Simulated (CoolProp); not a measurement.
The numbers come from the reference Helmholtz-energy equation of state, Thol 2015 in CoolProp.

**Question.** Give the vapour pressure (MPa), vapour density (kg/m³), enthalpy of vaporisation (kJ/kg), liquid cp (kJ/(kg K)) of saturated 1,2-dichloroethane at 32.25, 41.25, 45.75 °C.

**Answer.** 
```
T (°C)  p (MPa)  vapour density (kg/m³)  enthalpy of vaporisation (kJ/kg)  liquid cp (kJ/(kg K))
------  -------  ----------------------  --------------------------------  ---------------------
32.25    0.0147                   0.578                               351                   1.31
41.25    0.0218                   0.833                               347                   1.32
45.75    0.0263                   0.991                               344                   1.32
```
